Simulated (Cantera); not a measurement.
Input: 1 mol AlBr3, 0.7 mol N2, 1.2 mol H2, at 0.270 bar.

Method: chemical equilibrium by Gibbs-energy minimisation in Cantera with the NASA 1993 tables (ideal gas, pure condensed phases). Candidate condensed phases: Al, AlBr3, AlN, Br2; 19 gas species. Equilibrium is a limit: real reactors are often held back by kinetics, nucleation or transport. All values below are at 1950 K.

Base state: H2 0.284, N2 0.216, AlBr3 0.213, HBr 0.171, AlBr 0.0952, Br 0.0192, H 0.00118, Br2 2.73e-5 (mole fractions); condensed: gas only.

Task: What changes in the equilibrium state with this change: pressure from 0.270 bar to 0.00390 bar?

Result: 
| species | before | after |
|---|---|---|
| Br | 0.0192 | 0.233 |
| AlBr | 0.0952 | 0.214 |
| HBr | 0.171 | 0.196 |
| AlBr3 | 0.213 | 0.0148 |
| H2 | 0.284 | 0.173 |
| N2 | 0.216 | 0.160 |
| Al | 2.26e-5 | 0.000289 |
| H | 0.00118 | 0.00764 |
| Br2 | 2.73e-5 | 5.84e-5 |
